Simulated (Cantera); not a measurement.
# Premixed flame

A freely propagating, adiabatic, planar premixed flame of 41.6 % H2, 12.2 % O2, 46.2 % N2, equivalence ratio 1.7, unburnt at 400 K and 5.20 bar; mixture-averaged transport, grid criteria slope 0.08 and curve 0.16, no radiation.

Detailed kinetics in Cantera: the H2/O2 subset of GRI-Mech 3.0, which has no nitrogen chemistry. The hydrogen kinetics of GRI-Mech 3.0 are dated; newer H2 mechanisms differ, most at raised pressure. Burning velocities carry a grid error of a few per cent, more on coarse grids.

```tsv
z (mm)	T (K)	u (m/s)	x H2	x O2	x H2O	x H2O2	x HO2	x O
-0.135	400	4.64	0.416	0.122	<1e-8	<1e-8	<1e-8	<1e-8
-0.0901	400	4.64	0.416	0.122	2.38e-8	<1e-8	<1e-8	<1e-8
-0.0676	400	4.64	0.416	0.122	3.11e-7	<1e-8	3.16e-8	<1e-8
-0.0450	402	4.65	0.415	0.123	1.05e-5	1.02e-7	1.37e-6	4.83e-8
-0.0225	473	5.36	0.399	0.124	0.00253	3.30e-5	0.000461	7.21e-6
-0.0113	817	8.92	0.356	0.116	0.0328	0.000121	0.000911	0.000230
0	1256	13.4	0.289	0.0859	0.102	4.03e-5	0.000387	0.00152
0.0113	1566	16.5	0.226	0.0455	0.179	5.07e-6	0.000176	0.00273
0.0225	1737	18.2	0.190	0.0192	0.229	2.34e-6	7.07e-5	0.00236
0.0450	1888	19.7	0.172	0.00339	0.260	1.12e-6	1.20e-5	0.00132
0.0901	2006	20.8	0.174	0.000605	0.268	5.49e-7	2.40e-6	0.000737
0.180	2101	21.6	0.180	0.000246	0.272	2.79e-7	1.07e-6	0.000356
0.360	2170	22.2	0.184	9.79e-5	0.275	1.35e-7	4.42e-7	0.000141
```
x: mole fraction of selected species; z is measured from the peak of heat release.

```yaml
laminar_burning_velocity: 464 cm/s
thermal_thickness: 0.0450 mm
peak x(H2O2): 0.000122
peak x(HO2): 0.00115
peak x(O): 0.00275
grid_points: 112
```
